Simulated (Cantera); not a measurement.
A Cantera script and its output.

```python
import numpy as np
import cantera as ct

gas = ct.Solution("gri30.yaml")
gas.TP = 300, 100000
flame = ct.CounterflowDiffusionFlame(gas, width=0.02)
flame.fuel_inlet.X, flame.fuel_inlet.T = {'CO': 1, 'H2': 0.16, 'CH4': 0.043}, 375
flame.oxidizer_inlet.X, flame.oxidizer_inlet.T = {'O2': 0.28, 'N2': 0.72}, 800
flame.set_refine_criteria(ratio=3, slope=0.12, curve=0.24, prune=0.03)
show = ['OH', 'H', 'NO', 'CO', 'C2H2']

rows = []
print(f"{'mdot':>8s}{'a_max':>10s}{'a_mean':>10s}{'Tmax/K':>9s}" + "".join(f"{s:>11s}" for s in show) + "   (peak mole fractions)")
for i, mdot in enumerate([0.6, 0.92, 1.4, 2.1, 3.3, 5, 7.6, 12]):  # kg/m2/s on the oxidiser side
    flame.oxidizer_inlet.mdot, flame.fuel_inlet.mdot = mdot, 1.3 * mdot
    flame.solve(loglevel=0, auto=(i == 0))
    if flame.T.max() < max(375, 800) + 100:
        print(f"{mdot:8.3g}  no burning solution found from the previous one")
        break
    dT = np.abs(np.gradient(flame.T, flame.grid))
    rows.append([flame.strain_rate("max"), flame.strain_rate("mean"), flame.T.max(),
                 *(flame.X[gas.species_index(s)].max() for s in show), max(dT[0], dT[-1]) / dT.max()])
    print(f"{mdot:8.3g}{rows[-1][0]:10.1f}{rows[-1][1]:10.1f}{rows[-1][2]:9.1f}" + "".join(f"{x:11.3e}" for x in rows[-1][3:-1]))
```

It prints:

```
    mdot     a_max    a_mean   Tmax/K         OH          H         NO         CO       C2H2   (peak mole fractions)
     0.6     421.4     118.9   2377.5  1.409e-02  9.628e-03  5.185e-04  8.398e-01  1.652e-03
    0.92     627.1     182.3   2311.0  1.406e-02  1.102e-02  3.112e-04  8.393e-01  1.648e-03
     1.4     930.4     277.4   2242.3  1.385e-02  1.246e-02  1.919e-04  8.389e-01  1.600e-03
     2.1    1363.5     416.2   2177.9  1.349e-02  1.390e-02  1.268e-04  8.388e-01  1.519e-03
     3.3    2093.3     654.0   2106.3  1.299e-02  1.553e-02  8.473e-05  8.386e-01  1.381e-03
       5    3107.6     990.9   2038.9  1.227e-02  1.695e-02  5.985e-05  8.384e-01  1.197e-03
     7.6    4633.8    1506.2   1968.2  1.139e-02  1.819e-02  4.152e-05  8.382e-01  9.376e-04
      12    7170.5    2378.1   1888.5  1.022e-02  1.924e-02  2.666e-05  8.381e-01  5.871e-04
```

Computed with Cantera and GRI-Mech 3.0 (53 species, 325 reactions). GRI-Mech 3.0 has no aromatics or soot, which form on the fuel side of real flames. The maximum strain rate includes the flame's own expansion and is several times the mean.
